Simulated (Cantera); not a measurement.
What does this Cantera script print?

```python
import numpy as np
import cantera as ct

gas_names = """
    H HO2 H2 H2O H2O2 O OH O2 O3 Ti TiO TiO2
""".split()
cond_names = """
    H2O(s) H2O(L) Ti(a) Ti(b) Ti(L) TiO(a) TiO(b) TiO(L) TiO2(ru) TiO2(L) Ti2O3(a) Ti2O3(b) Ti2O3(L)
    Ti3O5(a) Ti3O5(b) Ti3O5(L) Ti4O7(s) Ti4O7(L)
""".split()


# ... load() reads the species with a 1 bar reference pressure and builds the phases ...
atoms = {
    'TiO2': {'Ti': 1, 'O': 2},
    'H2': {'H': 2},
}
top_T = {}  # K; cautious upper limits of use, not melting points


# ... equilibrate(T, P, feed) seeds the gas with the atoms and calls Mixture.equilibrate('TP', solver="vcs", rtol=1e-11, max_steps=5000) ...
results = []
feed = {'TiO2': 1, 'H2': 0.77}  # mol
P = 54  # Pa
for T in [1450, 1550, 1650, 1750, 1850, 1950, 2050, 2150]:
    mix = equilibrate(T, P, feed)
    results.append((T, P, feed, dict(zip(mix.species_names, mix.species_moles))))
    x = sorted(zip(gas.X, gas.species_names), reverse=True)
    print(f"T = {T:g} K  P = {P:g} Pa  gas = {mix.phase_moles(0):.4g} mol")
    print("   x: " + "  ".join(f"{s} {v:.3e}" for v, s in x if v > 0.0001))
    print("   condensed (mol): " + ("  ".join(f"{mix.phase(i).name} {mix.phase_moles(i):.4g}"
          for i in range(1, mix.n_phases) if mix.phase_moles(i) > 1e-12) or "none"))
```

Output:

```
T = 1450 K  P = 54 Pa  gas = 0.7702 mol
   x: H2 9.887e-01  H2O 1.085e-02  H 4.047e-04
   condensed (mol): TiO2(ru) 0.9666  Ti4O7(s) 0.008357
T = 1550 K  P = 54 Pa  gas = 0.7705 mol
   x: H2 9.763e-01  H2O 2.235e-02  H 1.339e-03
   condensed (mol): TiO2(ru) 0.9311  Ti4O7(s) 0.01722
T = 1650 K  P = 54 Pa  gas = 0.7715 mol
   x: H2 9.542e-01  H2O 4.196e-02  H 3.819e-03
   condensed (mol): TiO2(ru) 0.8705  Ti4O7(s) 0.03238
T = 1750 K  P = 54 Pa  gas = 0.7737 mol
   x: H2 9.179e-01  H2O 7.245e-02  H 9.589e-03
   condensed (mol): TiO2(ru) 0.7756  Ti4O7(s) 0.05609
T = 1850 K  P = 54 Pa  gas = 0.7785 mol
   x: H2 8.628e-01  H2O 1.154e-01  H 2.153e-02  OH 2.129e-04
   condensed (mol): TiO2(ru) 0.6398  Ti4O7(s) 0.09004
T = 1950 K  P = 54 Pa  gas = 0.7877 mol
   x: H2 7.854e-01  H2O 1.698e-01  H 4.372e-02  OH 8.584e-04  TiO2 1.568e-04
   condensed (mol): TiO2(ru) 0.462  Ti4O7(L) 0.1345
T = 2050 K  P = 54 Pa  gas = 0.8035 mol
   x: H2 6.118e-01  H2O 3.062e-01  H 7.636e-02  OH 4.177e-03  TiO2 9.064e-04  O 3.762e-04
   condensed (mol): Ti4O7(L) 0.2498
T = 2150 K  P = 54 Pa  gas = 0.8353 mol
   x: H2 5.620e-01  H2O 2.873e-01  H 1.361e-01  OH 8.983e-03  TiO2 3.660e-03  O 1.533e-03  O2 3.322e-04  TiO 1.523e-04
   condensed (mol): Ti4O7(L) 0.2492
```

Equilibrium computed with Cantera from the NASA thermochemical tables; the gas is ideal and each condensed phase is pure. Mutual solubility and eutectic melting of coexisting phases are not modelled. Condensed phases not in the tables: Magnéli phases beyond Ti4O7.
